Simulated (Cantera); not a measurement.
A Cantera script and what it prints.

```python
import numpy as np
import cantera as ct

gas_names = [...]  # 109 gases of nasa_gas.yaml made of C, Cl, H, Si
cond_names = """
    C(gr) C6H6(L) C7H8(L) C8H18(L),n-octa Si(cr) Si(L) SiC(b)
""".split()


# ... load() reads the species with a 1 bar reference pressure and builds the phases ...
atoms = {
    'CH3SiCl3': {'C': 1, 'H': 3, 'Si': 1, 'CL': 3},
    'H2': {'H': 2},
}
top_T = {'C(gr)': 4500, 'SiC(b)': 3050}  # K; cautious upper limits of use, not melting points


# ... equilibrate(T, P, feed) seeds the gas with the atoms and calls Mixture.equilibrate('TP', solver="vcs", rtol=1e-11, max_steps=5000) ...
results = []
feed = {'CH3SiCl3': 1, 'H2': 2.5}  # mol
T = 2500  # K
P = 38000  # Pa
mix = equilibrate(T, P, feed)
results.append((T, P, feed, dict(zip(mix.species_names, mix.species_moles))))
print(gas.report(threshold=1e-06))
for i in range(1, mix.n_phases):
    print(f"{mix.phase(i).name:16s} {mix.phase_moles(i):12.5e} mol")
```

Output:

```
       temperature   2500 K
          pressure   38000 Pa
           density   0.042023 kg/m^3
  mean mol. weight   22.987 kg/kmol
   phase of matter   gas

                          1 kg             1 kmol
                     ---------------   ---------------
          enthalpy         1.815e+06        4.1722e+07  J
   internal energy        9.1077e+05        2.0936e+07  J
           entropy             10959        2.5192e+05  J/K
    Gibbs function       -2.5583e+07       -5.8808e+08  J
 heat capacity c_p            1634.7             37577  J/K
 heat capacity c_v              1273             29263  J/K

                      mass frac. Y      mole frac. X     chem. pot. / RT
                     ---------------   ---------------   ---------------
               CH2        1.1086e-06        1.8167e-06            -25.11
               CH3        1.0089e-05        1.5425e-05           -36.033
               CH4        1.0526e-05        1.5082e-05           -46.957
               C2H        2.4742e-05        2.2723e-05           -17.449
             C2HCL        0.00011261        4.2801e-05           -40.071
    C2H2,acetylene         0.0063027         0.0055641           -28.373
   C2H2,vinylidene        4.9125e-06        4.3368e-06           -28.373
                C3        2.0504e-06        1.3081e-06            -9.789
              C4H2        5.4138e-05         2.486e-05           -34.899
                CL          0.021392          0.013871           -22.621
               CL2        1.9252e-05        6.2419e-06           -45.242
                 H         0.0012827          0.029251           -10.923
               HCL           0.54738           0.34513           -33.545
                H2           0.04511           0.51436           -21.847
                Si         0.0036568          0.002993           -8.5333
               SiC        2.3903e-06        1.3704e-06           -11.796
              SiC2         0.0017598        0.00077634           -15.059
              SiCL          0.010552         0.0038176           -31.155
             SiCL2           0.35204          0.081754           -53.776
             SiCL3         0.0081058          0.001386           -76.397
             SiCL4        0.00010849         1.468e-05           -99.018
               SiH        0.00044251        0.00034964           -19.457
            SiHCL3        0.00011098        1.8836e-05            -87.32
              SiH2        0.00016503        0.00012603            -30.38
           SiH2CL2        2.3121e-05        5.2621e-06           -75.623
               Si2        4.6773e-05        1.9141e-05           -17.067
              Si2C         0.0012699        0.00042816            -20.33
     [  +82 minor]        8.7689e-06        4.5195e-06

C(gr)             4.45187e-01 mol
Si(L)             0.00000e+00 mol
SiC(b)            4.79104e-01 mol
```

Method: chemical equilibrium by Gibbs-energy minimisation in Cantera with the NASA 1993 tables (ideal gas, pure condensed phases). The feed counts by its element totals alone. The tables' values for SiCl, SiCl3 are old estimates; treat these amounts as uncertain. Gases not in the tables: Si2H6 and higher silanes.
